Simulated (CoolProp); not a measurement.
A single-stage vapour-compression cycle with the fluid: evaporating at 245.15 K (dew point), condensing at 300.15 K (bubble point), superheat 5 K, subcooling 2 K, compressor efficiency 0.8, no pressure losses. The same conditions are run with several fluids, on thermodynamics alone (safety and materials aside).

Values from CoolProp's reference Helmholtz-energy equation of state of each fluid (propylene: Lemmon 2013; R22: Kamei 1995; R245fa: Akasaka 2015; R404A: Lemmon 2003; n-perfluorobutane: Gao 2022; R236FA: Pan 2012). Blends and air are pseudo-pure fits.

Problem. Rank propylene, R22, R245fa, R404A, n-perfluorobutane, R236FA by cooling COP, highest first.

Solution. R245fa (2.90), R22 (2.83), propylene (2.78), R236FA (2.74), R404A (2.56), n-perfluorobutane (2.22)

| fluid | pressure ratio | discharge temperature (K) | refrigerating effect (kJ/kg) | volumetric capacity (kJ/m³) |
|---|---|---|---|---|
| propylene | 5.31 | 332.7 | 293 | 1440 |
| R22 | 6.18 | 351.4 | 166 | 1300 |
| R245fa | 12.9 | 318.0 | 156 | 126 |
| R404A | 6.02 | 321.0 | 119 | 1320 |
| n-perfluorobutane | 9.17 | 300.2 | 51.1 | 185 |
| R236FA | 10.0 | 307.9 | 113 | 243 |

The compression ends wet for: n-perfluorobutane.
